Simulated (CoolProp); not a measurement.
A simple Rankine cycle with R1224YDZ: condensing at 311.15 K, boiler at 2.15 MPa, turbine inlet 419.1 K, turbine efficiency 0.85, pump efficiency 0.8, no recuperator. Each further row changes one setting.

Model: reference Helmholtz-energy equation of state, Akasaka 2023, in CoolProp.

```csv
case,thermal efficiency (%),net work (kJ/kg),heat in (kJ/kg),turbine exit temperature (K),volume ratio over the turbine
as stated,14.3,32.7,228,[?],11.0
turbine inlet 439.1 K,14.3,36.1,253,[?],[?]
condensing temperature 303.15 K,15.5,36.8,237,348.5,14.2
boiler pressure 1.5 MPa,12.6,30.1,240,369.9,6.90
turbine efficiency 0.75,12.6,28.6,228,[?],11.2
```

**Question.** What belongs in the gaps?

**Answer.** 
- as stated, turbine exit temperature (K): 354.2
- turbine inlet 439.1 K, turbine exit temperature (K): 377.7
- turbine inlet 439.1 K, volume ratio over the turbine: 10.3
- turbine efficiency 0.75, turbine exit temperature (K): 358.8
